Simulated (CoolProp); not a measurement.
trans-2-butene along the isotherm 143.65 °C: Z from the reference equation and from simpler models built on Tc = 155.5 °C, pc = 4.019 MPa, ω = 0.210; each cubic takes its own stable root.

The numbers come from the reference Helmholtz-energy equation of state, Lemmon 2005 in CoolProp. It is a short technical equation, of lower accuracy than the large ones.

| p (MPa) | phase | reference | Soave-Redlich-Kwong | Peng-Robinson |
|---|---|---|---|---|
| 0.0635 | gas | 0.9940 | 0.9941 | 0.9935 |
| 0.107 | gas | 0.9898 | 0.9900 | 0.9889 |
| 0.181 | gas | 0.9827 | 0.9830 | 0.9812 |
| 0.305 | gas | 0.9705 | 0.9711 | 0.9682 |
| 0.515 | gas | 0.9494 | 0.9506 | 0.9456 |
| 0.87 | gas | 0.9120 | 0.9144 | 0.9061 |
| 1.47 | gas | 0.8426 | 0.8480 | 0.8342 |
| 2.48 | gas | 0.6974 | 0.7118 | 0.6897 |
| 4.18 | liquid | 0.1681 | 0.2068 | 0.1851 |
| 7.06 | liquid | 0.2602 | 0.3027 | 0.2710 |
| 11.9 | liquid | 0.4093 | 0.4588 | 0.4109 |
| 20.1 | liquid | 0.6480 | 0.7056 | 0.6325 |
